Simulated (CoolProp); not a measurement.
C3F8 (R218) at 293.15 K and 0.08 MPa flows at 3.6 m/s in a round tube of 25 mm bore and 0.25 µm roughness, fully developed (64/Re and Nu = 3.66 if laminar; Colebrook and Gnielinski if turbulent). Each further row changes one setting.

The numbers come from the reference Helmholtz-energy equation of state, Lemmon 2006 in CoolProp. It is a short technical equation, of lower accuracy than the large ones.

```
case              Reynolds number  Darcy friction factor  pressure drop (Pa/m)  heat-transfer coefficient (W/(m² K))  mass flow (kg/h)
----------------  ---------------  ---------------------  --------------------  ------------------------------------  ----------------
as stated                   46500                    [?]                  34.6                                   [?]              40.0
velocity 7.2 m/s            92900                 0.0183                   119                                  88.4               [?]
diameter 50 mm              92900                 0.0183                   [?]                                  44.1               160
```

Q: Complete the blanks.

A: 
- as stated, Darcy friction factor: 0.0213
- as stated, heat-transfer coefficient (W/(m² K)): 51.2
- velocity 7.2 m/s, mass flow (kg/h): 79.9
- diameter 50 mm, pressure drop (Pa/m): 14.9

Viscosity comes from a separate model (Huber 2003), an estimate that may be off by 10 % or more. Thermal conductivity comes from a separate model (Huber 2003), an estimate that may be off by 10 % or more.
